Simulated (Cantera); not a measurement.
An adiabatic, constant-pressure homogeneous reactor starts with CH₃OH : O₂ : N₂ = 1 : 1.36 : 5.13 (molar parts), equivalence ratio 1.1, at 1225 K and 12.0 bar. Integrator tolerance rtol = 1e-08.

Computed with Cantera and GRI-Mech 3.0 (53 species, 325 reactions). GRI-Mech 3.0 was tuned for natural gas; its chemistry of methanol as a main component is partial and can be far from experiment. The pressure lies above the range GRI-Mech 3.0 was tuned for (to about 10 atm).

### Question
What does this change do: 0.19 parts H2 added?

### Answer
```csv
quantity,before,after
time of steepest temperature rise,0.847 ms,0.659 ms
temperature at 1.00 s,2765 K,2773 K
equilibrium temperature,2765 K,2773 K
x(CH₃OH) at 1.00 s,<1e-12 (gas-phase equilibrium <1e-12),<1e-12 (gas-phase equilibrium <1e-12)
x(O₂) at 1.00 s,0.00592 (gas-phase equilibrium 0.00592),0.00341 (gas-phase equilibrium 0.00341)
x(O) at 1.00 s,0.00105 (gas-phase equilibrium 0.00105),0.000828 (gas-phase equilibrium 0.000828)
x(H₂O) at 1.00 s,0.220 (gas-phase equilibrium 0.220),0.231 (gas-phase equilibrium 0.231)
x(H) at 1.00 s,0.00263 (gas-phase equilibrium 0.00263),0.00325 (gas-phase equilibrium 0.00325)
```
